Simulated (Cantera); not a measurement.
A closed system holds: 1 mol acetone, 0.029 mol O2, 0.48 mol H2, held at 10.0 Torr.

Cantera equilibrium calculation (NASA polynomials, part measured and part estimated; ideal gas, pure solids and liquids). Candidate condensed phases: C, C6H6, C7H8, C8H18, H2O; 110 gas species. The feed counts by its element totals alone. Rates play no part.

x: gas mole fraction; n: condensed amount in mol.

```
T (K)   x H2   x CO      x H  x C2H2 (acetylene)  n C(graphite)
-----  -----  -----  -------  ------------------  -------------
923    0.765  0.227  1.85e-9            9.12e-11           1.96
1123   0.767  0.233  3.23e-7             1.69e-8           1.94
1323   0.767  0.233  1.20e-5             6.33e-7           1.94
1523   0.767  0.233        …                   …           1.94
1723   0.766  0.233  0.00138             6.93e-5           1.94
1923   0.760  0.232  0.00711            0.000343           1.94
2123   0.742  0.230   0.0268             0.00123           1.93
2323   0.694  0.224        …                   …           1.91
2523   0.595  0.211    0.186             0.00709           1.87
```

**Question.** Complete the blanks.

**Answer.** 
- 2323, x H: 0.0786
- 2323, x C2H2 (acetylene): 0.00336
- 1523, x H: 0.000175
- 1523, x C2H2 (acetylene): 9.06e-6
